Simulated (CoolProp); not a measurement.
R113 along the isobar 0.101 MPa: Z from the reference equation and from simpler models built on Tc = 487.2 K, pc = 3.392 MPa, ω = 0.253; each cubic takes its own stable root.

The numbers come from the reference Helmholtz-energy equation of state, Marx 1992 in CoolProp.

```
T (K)   phase  reference  van der Waals  Redlich-Kwong  Peng-Robinson
-----  ------  ---------  -------------  -------------  -------------
252.5  liquid   0.005399         0.9588       0.005969       0.005189
268.4  liquid   0.005193         0.9641       0.005740       0.004969
284.4  liquid   0.005015         0.9686       0.005549       0.004783
300.3  liquid   0.004865         0.9722       0.005395       0.004630
316.3  liquid   0.004737         0.9754         0.9655       0.004505
332.3     gas     0.9640         0.9780         0.9699         0.9651
348.2     gas     0.9694         0.9803         0.9736         0.9694
364.2     gas     0.9737         0.9822         0.9767         0.9730
380.1     gas     0.9772         0.9839         0.9793         0.9761
396.1     gas     0.9801         0.9854         0.9816         0.9788
412       gas     0.9825         0.9867         0.9835         0.9811
428       gas     0.9846         0.9878         0.9852         0.9831
444       gas     0.9863         0.9889         0.9867         0.9849
459.9     gas     0.9878         0.9898         0.9879         0.9864
475.9     gas     0.9891         0.9906         0.9891         0.9878
491.8     gas     0.9902         0.9913         0.9901         0.9890
```

At some of these states van der Waals, Redlich-Kwong gives the other phase, because its saturation line lies elsewhere.
